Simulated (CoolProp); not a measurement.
cis-2-butene along the isotherm 181.25 °C: density (kg/m³) from the reference equation and from simpler models built on Tc = 162.6 °C, pc = 4.236 MPa, ω = 0.202; each cubic takes its own stable root.

Values from CoolProp's reference Helmholtz-energy equation of state, Lemmon 2005. It is a short technical equation, of lower accuracy than the large ones.

| p (MPa) | phase | reference |
|---|---|---|
| 0.963 | gas | 15.42 |
| 1.93 | gas | 33.85 |
| 2.89 | gas | 56.88 |
| 3.85 | gas | 88.84 |
| 4.81 | supercritical | 144.6 |
| 5.78 | supercritical | 276.6 |
| 6.74 | supercritical | 340.3 |
| 7.7 | supercritical | 368.2 |
| 8.66 | supercritical | 386.4 |
| 9.63 | supercritical | 400.1 |
| 10.6 | supercritical | 411.2 |

Question: How far does each simpler model (ideal gas, van der Waals, Redlich-Kwong, Soave-Redlich-Kwong, Peng-Robinson) lie from the reference over these 11 states: mean and median of the absolute difference, and the worst?

Answer: 
- ideal gas: mean 48.6 %, median 61.7 %, worst -70.6 % at 181.25 °C and 6.74 MPa
- van der Waals: mean 13.8 %, median 14.2 %, worst -25.5 % at 181.25 °C and 10.6 MPa
- Redlich-Kwong: mean 6.5 %, median 9.4 %, worst -13.3 % at 181.25 °C and 6.74 MPa
- Soave-Redlich-Kwong: mean 8.7 %, median 12.1 %, worst -16.5 % at 181.25 °C and 6.74 MPa
- Peng-Robinson: mean 4.0 %, median 2.9 %, worst -9.3 % at 181.25 °C and 5.78 MPa
